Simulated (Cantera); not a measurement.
## Adiabatic ignition

An adiabatic, constant-pressure homogeneous reactor starts with CO : H₂ : O₂ : N₂ = 1 : 0.19 : 0.248 : 0.932 (molar parts), at 1525 K and 6.71 atm.

Cantera simulation using GRI-Mech 3.0 (53 species, 325 reactions); the numbers are that mechanism's predictions, not measurements. The hydrogen kinetics of GRI-Mech 3.0 are dated; newer H2 mechanisms differ, most at raised pressure.

| t (s) | T (K) | x CO | x H₂ | x O₂ | x N₂O | x OH | x NO |
|---|---|---|---|---|---|---|---|
| 1.00e-6 | 1525 | 0.422 | 0.0801 | 0.105 | 2.43e-11 | 2.45e-6 | <1e-12 |
| 4.19e-6 | 2024 | 0.358 | 0.0142 | 0.0309 | 3.15e-7 | 0.0104 | 1.92e-5 |
| 1.76e-5 | 2773 | 0.317 | 0.0184 | 0.00588 | 2.57e-7 | 0.0106 | 0.000310 |
| 7.37e-5 | 2914 | 0.313 | 0.0180 | 0.00214 | 2.84e-7 | 0.00696 | 0.000966 |
| 0.000309 | 2909 | 0.313 | 0.0182 | 0.00196 | 3.08e-7 | 0.00668 | 0.00234 |
| 0.00129 | 2906 | 0.314 | 0.0183 | 0.00190 | 3.26e-7 | 0.00657 | 0.00300 |
| 0.00543 | 2906 | 0.314 | 0.0183 | 0.00190 | 3.26e-7 | 0.00657 | 0.00300 |
| 0.0228 | 2906 | 0.314 | 0.0183 | 0.00190 | 3.26e-7 | 0.00657 | 0.00300 |
| 0.0954 | 2906 | 0.314 | 0.0183 | 0.00190 | 3.26e-7 | 0.00657 | 0.00300 |
| 0.400 | 2906 | 0.314 | 0.0183 | 0.00190 | 3.26e-7 | 0.00657 | 0.00300 |
x: mole fraction; the columns are a selection and need not sum to one.

```json
{
  "time_of_steepest_temperature_rise": "3.42 µs",
  "temperature at 0.400 s": "2906 K",
  "equilibrium_temperature": "2906 K",
  "x(CO) at 0.400 s": "0.314 (gas-phase equilibrium 0.314)",
  "x(H₂) at 0.400 s": "0.0183 (gas-phase equilibrium 0.0183)",
  "x(O₂) at 0.400 s": "0.00190 (gas-phase equilibrium 0.00190)"
}
```
